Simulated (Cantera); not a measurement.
A Cantera script and what it prints.

```python
import numpy as np
import cantera as ct

gas_names = """
    B BH BH2 BH3 BN BO BO2 B2 B2O B2O2 B2O3 B3O3H3 H HBO HBO2 HNO HNO2 HNO3 HO2 H2 H2O H2O2 H3B3O6 N NH
    NH2 NH3 NH2OH NO NO2 NO3 N2 N2H2 N2H4 N2O O OH O2 O3
""".split()
cond_names = """
    B(b) B(L) BN(s) B2O3(L) B3O3H3(cr) H2O(s) H2O(L)
""".split()


def load(file, names, dense=False):
    # The tables refer to 1 bar. Condensed volumes are neglected.
    table = {s.name: s for s in ct.Species.list_from_file(file)}
    out = []
    for n in names:
        d = dict(table[n].input_data)
        d["thermo"] = dict(d["thermo"], **{"reference-pressure": 1e5})
        if dense:
            d["equation-of-state"] = {"model": "constant-volume", "density": "1e6 g/cm^3"}
        out.append(ct.Species.from_dict(d))
    return out


gas = ct.Solution(thermo="ideal-gas", species=load("nasa_gas.yaml", gas_names))
cond = {s.name: ct.Solution(thermo="fixed-stoichiometry", species=[s], name=s.name)
        for s in load("nasa_condensed.yaml", cond_names, dense=True)}
atoms = {
    'borazine': {'B': 3, 'N': 3, 'H': 6},
    'O2': {'O': 2},
}
top_T = {'BN(s)': 3200}  # K; cautious upper limits of use, not melting points


def equilibrate(T, P, feed):
    n = {}
    for name, mol in feed.items():
        for a, k in atoms[name].items():
            n[a] = n.get(a, 0.0) + k * mol
    gas.TPX = T, P, n
    mass = sum(n.values()) * gas.mean_molecular_weight
    gas.equilibrate("TP")
    valid = [c for c in cond.values() if c.min_temp <= T <= top_T.get(c.name, c.max_temp)]
    mix = ct.Mixture([(gas, mass / gas.mean_molecular_weight)] + [(c, 0.0) for c in valid])
    mix.T, mix.P = T, P
    mix.equilibrate("TP", solver="vcs", rtol=1e-11, max_steps=5000)
    return mix


results = []
feed = {'borazine': 1, 'O2': 0.44}  # mol
for P in [10, 37, 140, 520, 1900, 7200, 27000, 100000]:
    for T in [1200, 1275, 1350, 1425, 1500, 1575, 1650, 1725, 1800, 1875, 1950, 2025, 2100, 2175]:
        mix = equilibrate(T, P, feed)
        results.append((T, P, feed, dict(zip(mix.species_names, mix.species_moles))))

for T, P, feed, n in results:
    print(f"{T:7g} {P:10.4g}  " + (" + ".join(c for c in cond_names if n.get(c, 0) > 1e-12) or "gas only"))
```

Result:

```
   1200         10  BN(s) + B2O3(L)
   1275         10  BN(s) + B2O3(L)
   1350         10  BN(s) + B2O3(L)
   1425         10  BN(s) + B2O3(L)
   1500         10  BN(s)
   1575         10  BN(s)
   1650         10  BN(s)
   1725         10  BN(s)
   1800         10  BN(s)
   1875         10  B(b) + BN(s)
   1950         10  B(b)
   2025         10  B(b)
   2100         10  B(b)
   2175         10  B(b)
   1200         37  BN(s) + B2O3(L)
   1275         37  BN(s) + B2O3(L)
   1350         37  BN(s) + B2O3(L)
   1425         37  BN(s) + B2O3(L)
   1500         37  BN(s)
   1575         37  BN(s)
   1650         37  BN(s)
   1725         37  BN(s)
   1800         37  BN(s)
   1875         37  BN(s)
   1950         37  B(b) + BN(s)
   2025         37  B(b)
   2100         37  B(b)
   2175         37  B(b)
   1200        140  BN(s) + B2O3(L)
   1275        140  BN(s) + B2O3(L)
   1350        140  BN(s) + B2O3(L)
   1425        140  BN(s) + B2O3(L)
   1500        140  BN(s) + B2O3(L)
   1575        140  BN(s)
   1650        140  BN(s)
   1725        140  BN(s)
   1800        140  BN(s)
   1875        140  BN(s)
   1950        140  BN(s)
   2025        140  B(b) + BN(s)
   2100        140  B(b)
   2175        140  B(b)
   1200        520  BN(s) + B2O3(L)
   1275        520  BN(s) + B2O3(L)
   1350        520  BN(s) + B2O3(L)
   1425        520  BN(s) + B2O3(L)
   1500        520  BN(s) + B2O3(L)
   1575        520  BN(s) + B2O3(L)
   1650        520  BN(s)
   1725        520  BN(s)
   1800        520  BN(s)
   1875        520  BN(s)
   1950        520  BN(s)
   2025        520  BN(s)
   2100        520  BN(s)
   2175        520  B(b) + BN(s)
   1200       1900  BN(s) + B2O3(L)
   1275       1900  BN(s) + B2O3(L)
   1350       1900  BN(s) + B2O3(L)
   1425       1900  BN(s) + B2O3(L)
   1500       1900  BN(s) + B2O3(L)
   1575       1900  BN(s) + B2O3(L)
   1650       1900  BN(s) + B2O3(L)
   1725       1900  BN(s)
   1800       1900  BN(s)
   1875       1900  BN(s)
   1950       1900  BN(s)
   2025       1900  BN(s)
   2100       1900  BN(s)
   2175       1900  BN(s)
   1200       7200  BN(s) + B2O3(L)
   1275       7200  BN(s) + B2O3(L)
   1350       7200  BN(s) + B2O3(L)
   1425       7200  BN(s) + B2O3(L)
   1500       7200  BN(s) + B2O3(L)
   1575       7200  BN(s) + B2O3(L)
   1650       7200  BN(s) + B2O3(L)
   1725       7200  BN(s) + B2O3(L)
   1800       7200  BN(s)
   1875       7200  BN(s)
   1950       7200  BN(s)
   2025       7200  BN(s)
   2100       7200  BN(s)
   2175       7200  BN(s)
   1200    2.7e+04  BN(s) + B2O3(L)
   1275    2.7e+04  BN(s) + B2O3(L)
   1350    2.7e+04  BN(s) + B2O3(L)
   1425    2.7e+04  BN(s) + B2O3(L)
   1500    2.7e+04  BN(s) + B2O3(L)
   1575    2.7e+04  BN(s) + B2O3(L)
   1650    2.7e+04  BN(s) + B2O3(L)
   1725    2.7e+04  BN(s) + B2O3(L)
   1800    2.7e+04  BN(s) + B2O3(L)
   1875    2.7e+04  BN(s) + B2O3(L)
   1950    2.7e+04  BN(s)
   2025    2.7e+04  BN(s)
   2100    2.7e+04  BN(s)
   2175    2.7e+04  BN(s)
   1200      1e+05  BN(s) + B2O3(L)
   1275      1e+05  BN(s) + B2O3(L)
   1350      1e+05  BN(s) + B2O3(L)
   1425      1e+05  BN(s) + B2O3(L)
   1500      1e+05  BN(s) + B2O3(L)
   1575      1e+05  BN(s) + B2O3(L)
   1650      1e+05  BN(s) + B2O3(L)
   1725      1e+05  BN(s) + B2O3(L)
   1800      1e+05  BN(s) + B2O3(L)
   1875      1e+05  BN(s) + B2O3(L)
   1950      1e+05  BN(s) + B2O3(L)
   2025      1e+05  BN(s)
   2100      1e+05  BN(s)
   2175      1e+05  BN(s)
```

Method: chemical equilibrium by Gibbs-energy minimisation in Cantera with the NASA 1993 tables (ideal gas, pure condensed phases). The feed counts by its element totals alone. Mutual solubility and eutectic melting of coexisting phases are not modelled.
